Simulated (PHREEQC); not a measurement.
**Brine: speciation**

Solution (25 °C): 0.9 mol/kgw NaBr, 0.2 mol/kgw KCl and 0.12 mol/kgw NaCl. Closed to the air; pH follows from the charge balance.

All values are PHREEQC results (Pitzer model, pitzer.dat), not measurements.

No solid was allowed to form.

What activity of water, osmotic coefficient does the model give?

activity of water 0.959; osmotic coefficient 0.953.
